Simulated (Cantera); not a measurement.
What does this Cantera script print?

```python
import numpy as np
import cantera as ct

gas_names = """
    CL CL2 H HCL H2 Sr SrCL SrCL2
""".split()
cond_names = """
    Sr(a) Sr(b) Sr(L) SrCL2(a) SrCL2(b) SrCL2(L)
""".split()


# ... load() reads the species with a 1 bar reference pressure and builds the phases ...
atoms = {
    'SrCl2': {'Sr': 1, 'CL': 2},
    'HCl': {'H': 1, 'CL': 1},
    'H2': {'H': 2},
}
top_T = {}  # K; cautious upper limits of use, not melting points


# ... equilibrate(T, P, feed) seeds the gas with the atoms and calls Mixture.equilibrate('TP', solver="vcs", rtol=1e-11, max_steps=5000) ...
results = []
feed = {'SrCl2': 1, 'HCl': 3.2, 'H2': 3.1}  # mol
P = 190  # Pa
for T in [1748, 1798, 1848, 1898, 1948, 1998, 2048]:
    mix = equilibrate(T, P, feed)
    results.append((T, P, feed, dict(zip(mix.species_names, mix.species_moles))))

top = {s: max(r[3][s] / sum(r[3][g] for g in gas_names) for r in results) for s in gas_names}
cols = sorted((s for s in top if top[s] > 0.001), key=lambda s: -top[s])[:5]
seen = [c for c in cond_names if any(r[3].get(c, 0) > 1e-12 for r in results)]
print("log10 of partial pressures in bar; condensed amounts in mol")
print(f"{'T/K':>10s}" + "".join(f"{s[:9]:>10s}" for s in cols + seen))
for T, P, feed, n in results:
    ng = sum(n[g] for g in gas_names)
    print(f"{T:10.4g}" + "".join(f"{np.log10(max(n[s] / ng * P / 1e5, 1e-99)):10.3f}" for s in cols)
          + "".join(f"{n.get(c, 0):10.4g}" for c in seen))
```

It prints:

```
log10 of partial pressures in bar; condensed amounts in mol
       T/K       HCL        H2     SrCL2         H        CL
      1748    -3.083    -3.095    -3.586    -5.189    -5.290
      1798    -3.085    -3.096    -3.587    -5.001    -5.107
      1848    -3.089    -3.097    -3.588    -4.824    -4.935
      1898    -3.093    -3.099    -3.590    -4.657    -4.772
      1948    -3.098    -3.102    -3.592    -4.498    -4.619
      1998    -3.106    -3.106    -3.595    -4.348    -4.476
      2048    -3.116    -3.111    -3.600    -4.205    -4.341
```

Equilibrium computed with Cantera from the NASA thermochemical tables; the gas is ideal and each condensed phase is pure.
